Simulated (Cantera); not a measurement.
Cantera run, input and output.

```python
import numpy as np
import cantera as ct

gas = ct.Solution("gri30.yaml")
gas.TPX = 1600, 100000, {'CH4': 1, 'CO2': 0.43}
inlet = ct.Reservoir(gas, clone=True)

reactor = ct.IdealGasConstPressureReactor(gas, energy="off", clone=False)
exhaust = ct.Reservoir(gas, clone=True)
tau = [1.2, 0.45, 0.17, 0.067, 0.026, 0.01, 0.0039, 0.0015, 0.00057][0]
for a, b in ((inlet, reactor), (reactor, exhaust)):
    ct.MassFlowController(a, b, mdot=lambda t: reactor.mass / tau)
net = ct.ReactorNet([reactor])
show = ['CH4', 'CO2', 'O', 'CH2O', 'CH3', 'H2O']

rows = []
print(f"{'tau/s':>10s}{'T/K':>9s}" + "".join(f"{s:>11s}" for s in show))
for tau in [1.2, 0.45, 0.17, 0.067, 0.026, 0.01, 0.0039, 0.0015, 0.00057]:
    net.initial_time = 0.0
    net.advance(30 * tau)
    before = gas.X
    net.advance(40 * tau)
    drift = np.max(np.abs(gas.X - before) / (gas.X + 1e-9))
    rows.append([gas.T, *gas[show].X, drift])
    print(f"{tau:10.3e}{gas.T:9.1f}" + "".join(f"{x:11.3e}" for x in gas[show].X))
```

Output:

```
     tau/s      T/K        CH4        CO2          O       CH2O        CH3        H2O
 1.200e+00   1600.0  9.214e-02  2.950e-02  5.013e-12  3.861e-07  1.371e-04  1.071e-01
 4.500e-01   1600.0  1.420e-01  5.437e-02  5.601e-12  8.055e-07  2.041e-04  1.225e-01
 1.700e-01   1600.0  2.271e-01  1.046e-01  5.370e-12  1.607e-06  3.067e-04  1.050e-01
 6.700e-02   1600.0  3.431e-01  1.748e-01  4.248e-12  2.869e-06  4.369e-04  6.187e-02
 2.600e-02   1600.0  4.691e-01  2.372e-01  2.802e-12  4.679e-06  5.873e-04  2.392e-02
 1.000e-02   1600.0  5.731e-01  2.739e-01  1.641e-12  6.772e-06  7.349e-04  6.524e-03
 3.900e-03   1600.0  6.417e-01  2.913e-01  8.289e-13  8.163e-06  8.291e-04  1.358e-03
 1.500e-03   1600.0  6.788e-01  2.983e-01  3.426e-13  7.380e-06  7.971e-04  2.127e-04
 5.700e-04   1600.0  6.932e-01  3.002e-01  1.609e-13  4.305e-06  6.359e-04  3.210e-05
```

Computed with Cantera and GRI-Mech 3.0 (53 species, 325 reactions). GRI-Mech 3.0 stops at C3 and has no aromatics, soot or wall deposition, so with more carbon than oxygen in the feed, carbon stays in small species such as C2H2 where larger ones or solid carbon would form.
